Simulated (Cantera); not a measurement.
# Thermodynamics of hydrogen reduction and annealing atmospheres, feed TiO2 + H2 + H2O

Charge: 1 mol TiO2, 170 mol H2, 0.061 mol H2O, at 1148.15 K and 23.0 Pa.

Equilibrium computed with Cantera from the NASA thermochemical tables; the gas is ideal and each condensed phase is pure. Candidate condensed phases: H2O, Ti, TiO, TiO2, Ti2O3, Ti3O5, Ti4O7; 12 gas species. Mutual solubility and eutectic melting of coexisting phases are not modelled. Condensed phases not in the tables: Magnéli phases beyond Ti4O7. Rates play no part.

The x(H2) is 0.999, the x(H2O) is 0.000580 and the x(H) comes out as 4.74e-6. The n(TiO2(rutile)) is 0.849 mol, the n(Ti4O7(s)) comes out as 0.0377 mol and the gas amount comes out as 170.1 mol. The log10 activity of Ti3O5(s) (absent) comes out as -0.21, the log10 activity of Ti2O3(s) (absent) comes out as -0.63 and the log10 activity of Ti(α) (absent) is -10.26.
